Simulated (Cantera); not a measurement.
A perfectly stirred reactor is fed with CH4 : O2 : N2 : H2O = 1 : 1.82 : 15.6 : 0.079 (molar parts), equivalence ratio 1.1, at 7500 Torr; it is adiabatic with a 400 K inlet, and is followed from long to short residence time, starting on the burning branch (τ in s: 0.19, 0.076, 0.03, 0.012, 0.0046, 0.0018, 0.00071, 0.00028, 0.00011, 4.4e-05, 1.7e-05).

Computed with Cantera and GRI-Mech 3.0 (53 species, 325 reactions).

One state of this run: T (K) = 1488; x CH4 = 0.00173; x O2 = 0.00263; x HCO = 7.12e-9; x NO = 5.50e-8; x N2O = 7.09e-8; x CH2CO = 2.53e-5; x C2H = 4.42e-10. x: mole fraction; the columns are a selection and need not sum to one.

Q: Which value of τ (s) does it belong to?
(A) 0.076
(B) 0.00028
(C) 4.4e-5
(D) 1.7e-5

A: A, 0.076
